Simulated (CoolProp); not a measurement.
A single-stage vapour-compression cycle with R21: evaporating at 266.15 K (dew point), condensing at 319.15 K (bubble point), superheat 8 K, subcooling 8 K, compressor efficiency 0.7, no pressure losses. Each further row changes one setting.

The numbers come from the reference Helmholtz-energy equation of state, Platzer 1990 in CoolProp. This equation is an older, rougher fit; its heat capacities, sound speeds and derivatives of the liquid may be far off and weren't checked against measurements.

| case | cooling COP | pressure ratio | discharge temperature (K) | refrigerating effect (kJ/kg) | volumetric capacity (kJ/m³) |
|---|---|---|---|---|---|
| as stated | 3.08 | 6.74 | 386.0 | 206 | 497 |
| evaporating temperature 271.15 K | 3.52 | 5.42 | 378.7 | 208 | 616 |
| condensing temperature 314.15 K | 3.46 | 5.81 | 376.8 | 211 | 510 |
| subcooling 13 K | 3.16 | 6.74 | 386.0 | 211 | 510 |
| superheat 18 K | 3.05 | 6.74 | 398.0 | 211 | 492 |
| compressor efficiency 0.6 | 2.64 | 6.74 | 401.7 | 206 | 497 |
